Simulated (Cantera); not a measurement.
A closed system holds: 1 mol SiH₄, 0.91 mol H₂O, held at 1448.15 K and 0.000280 bar.

Cantera equilibrium calculation (NASA polynomials, part measured and part estimated; ideal gas, pure solids and liquids). Candidate condensed phases: H₂O, Si, SiO₂; 18 gas species. Kinetics and transport are ignored.

Base state: H₂ 0.761, SiO 0.238, H 0.000482, Si 1.05e-5 (mole fractions); condensed: Si(s).

**Question.** What changes in the equilibrium state with this change: temperature from 1448.15 K to 1200 K?

**Answer.** 
| species | before | after |
|---|---|---|
| H₂ | 0.761 | 0.998 |
| SiO | 0.238 | 0.00192 |
| H | 0.000482 | 1.18e-5 |
| Si | 1.05e-5 | 4.95e-9 |
| Si(s), mol | 0.0900 | 0.542 |
| SiO₂(β-quartz), mol | 0 | 0.452 |
Mutual solubility and eutectic melting of coexisting phases are not modelled. The tables hold silica as quartz up to 1696 K and as liquid above; real silica turns to tridymite and cristobalite and melts near 1996 K.

**Question.** What changes in the equilibrium state with this change: 1.4 mol Cl₂ added?

**Answer.** 
```csv
species,before,after
HCl,0,0.464
H₂,0.761,0.365
SiO,0.238,0.116
SiCl₂,0,0.0509
SiCl₃,0,0.00230
SiCl₄,0,0.000383
Cl,0,0.000345
"Si(s), mol",0.0900,0
"SiO₂(β-quartz), mol",0,0.171
```
The tables' values for SiCl₃ are old estimates; treat these amounts as uncertain. The tables hold silica as quartz up to 1696 K and as liquid above; real silica turns to tridymite and cristobalite and melts near 1996 K.
